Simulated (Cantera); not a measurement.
A Cantera script and what it prints.

```python
import numpy as np
import cantera as ct

gas_names = """
    CL CL2 H HCL H2 N NH NH2 NH3 N2 N2H2 N2H4 Si SiCL SiCL2 SiCL3 SiCL4 SiH SiHCL3 SiH2 SiH2CL2 SiH3
    SiH3CL SiH4 SiN Si2 Si2N Si3
""".split()
cond_names = """
    NH4CL(a) NH4CL(b) Si(cr) Si(L) Si3N4(a)
""".split()


# ... load() reads the species with a 1 bar reference pressure and builds the phases ...
atoms = {
    'SiH2Cl2': {'Si': 1, 'H': 2, 'CL': 2},
    'NH3': {'N': 1, 'H': 3},
    'H2': {'H': 2},
}
top_T = {'Si3N4(a)': 2400}  # K; cautious upper limits of use, not melting points


# ... equilibrate(T, P, feed) seeds the gas with the atoms and calls Mixture.equilibrate('TP', solver="vcs", rtol=1e-11, max_steps=5000) ...
results = []
feed = {'SiH2Cl2': 1, 'NH3': 0.17, 'H2': 2.2}  # mol
P = 1333.22  # Pa
for T in [850, 950, 1050, 1150, 1250, 1350, 1450, 1550, 1650]:
    mix = equilibrate(T, P, feed)
    results.append((T, P, feed, dict(zip(mix.species_names, mix.species_moles))))

top = {s: max(r[3][s] / sum(r[3][g] for g in gas_names) for r in results) for s in gas_names}
cols = sorted((s for s in top if top[s] > 0.001), key=lambda s: -top[s])[:6]
seen = [c for c in cond_names if any(r[3].get(c, 0) > 1e-12 for r in results)]
print("log10 of partial pressures in bar; condensed amounts in mol")
print(f"{'T/K':>10s}" + "".join(f"{s[:9]:>10s}" for s in cols + seen))
for T, P, feed, n in results:
    ng = sum(n[g] for g in gas_names)
    print(f"{T:10.4g}" + "".join(f"{np.log10(max(n[s] / ng * P / 1e5, 1e-99)):10.3f}" for s in cols)
          + "".join(f"{n.get(c, 0):10.4g}" for c in seen))
```

It prints:

```
log10 of partial pressures in bar; condensed amounts in mol
       T/K        H2       HCL     SiCL2     SiCL4    SiHCL3        N2    Si(cr)  Si3N4(a)
       850    -1.940    -3.999    -5.983    -2.838    -3.559   -14.230    0.3583    0.0425
       950    -1.945    -3.547    -4.966    -2.855    -3.591   -11.813    0.3706    0.0425
      1050    -1.956    -3.196    -4.164    -2.903    -3.647    -9.859    0.3872    0.0425
      1150    -1.975    -2.932    -3.546    -3.024    -3.759    -8.249    0.3926    0.0425
      1250    -2.001    -2.759    -3.116    -3.296    -3.986    -6.899    0.3622   0.04248
      1350    -2.022    -2.677    -2.883    -3.788    -4.376    -5.752    0.3107   0.04221
      1450    -2.031    -2.656    -2.791    -4.425    -4.866    -4.767    0.2837   0.03966
      1550    -2.037    -2.659    -2.758    -5.071    -5.360    -3.911    0.3187   0.02187
      1650    -2.042    -2.669    -2.745    -5.666    -5.814    -3.602    0.3724         0
```

Equilibrium computed with Cantera from the NASA thermochemical tables; the gas is ideal and each condensed phase is pure. Mutual solubility and eutectic melting of coexisting phases are not modelled. The tables' values for SiCl3, SiCl are old estimates; treat these amounts as uncertain.
